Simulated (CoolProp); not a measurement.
The fluid at 355.34 K and 2.15 MPa flows at 0.24 m/s in a round tube of 1 mm bore and 45 µm roughness, fully developed (64/Re and Nu = 3.66 if laminar; Colebrook and Gnielinski if turbulent). The same conditions are run with several fluids, on thermodynamics alone (safety and materials aside).

Values from CoolProp's reference Helmholtz-energy equation of state of each fluid (c-C4F8 (RC318): Platzer 1990; isobutane: Bücker 2006; o-xylene: Zhou 2012; R236EA: Rui 2013; p-xylene: Zhou 2012). The equations of Platzer and Polt are older, rougher fits.

Problem. Rank c-C4F8 (RC318), isobutane, o-xylene, R236EA, p-xylene by Reynolds number, highest first.

Solution. c-C4F8 (RC318) (1830), R236EA (1560), isobutane (1310), p-xylene (562), o-xylene (484)

```
fluid           Darcy friction factor  pressure drop (Pa/m)  heat-transfer coefficient (W/(m² K))  mass flow (kg/h)
--------------  ---------------------  --------------------  ------------------------------------  ----------------
c-C4F8 (RC318)                 0.0350                  1240                                   183             0.835
isobutane                      0.0488                   661                                   264             0.319
o-xylene                        0.132                  3160                                   428             0.562
R236EA                         0.0409                  1450                                   226             0.832
p-xylene                        0.114                  2650                                   414             0.549
```

Transport values come from each fluid's own correlations; those of c-C4F8 (RC318), R236EA are estimates that may be off by 10 % or more.
